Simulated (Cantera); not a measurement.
Source: NASA polynomial tables (part measured, part estimated), evaluated in Cantera. Values are per mole of reaction as written; species without (g) are pure solids or liquids, kept so even where they would boil at 1 bar.

H₂(g) + 2 Ta₂O₅ → H₂O₂(g) + 4 TaO₂(g)

```tsv
T (K)	ΔH° (kJ)	ΔS° (J/K)	ΔG° (kJ)	log10 K
400	3143.8	913.9	2778.2	-362.79
600	3125.5	877.0	2599.3	-226.29
800	3105.6	848.4	2426.9	-158.46
1000	3084.3	824.6	2259.6	-118.03
1200	3061.8	804.2	2096.8	-91.27
1400	(withheld)	(withheld)	(withheld)	(withheld)
1600	3014.7	770.3	1782.2	-58.18
1800	(withheld)	(withheld)	(withheld)	(withheld)
2000	2965.3	742.8	1479.7	-38.65
```

### Question
Some entries are withheld; supply them.

### Answer

- 1400, ΔH° (kJ): 3038.6
- 1400, ΔS° (J/K): 786.3
- 1400, ΔG° (kJ): 1937.8
- 1400, log10 K: -72.30
- 1800, ΔH° (kJ): 2990.2
- 1800, ΔS° (J/K): 755.9
- 1800, ΔG° (kJ): 1629.6
- 1800, log10 K: -47.29
